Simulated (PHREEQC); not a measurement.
Make-up at 25 °C: 0.49 mol/kgw Na2CO3 and 0.027 mol/kgw NaOH. Closed to the air; pH follows from the charge balance.

Equilibrium calculation in PHREEQC: Pitzer model, pitzer.dat.

Precipitation was switched off in this run.

### Question
Predict the pH.

### Answer
pH 12.27.

Complexes and solids missing from the database can't appear. In brines, pH and single-ion activities rest on the MacInnes convention.
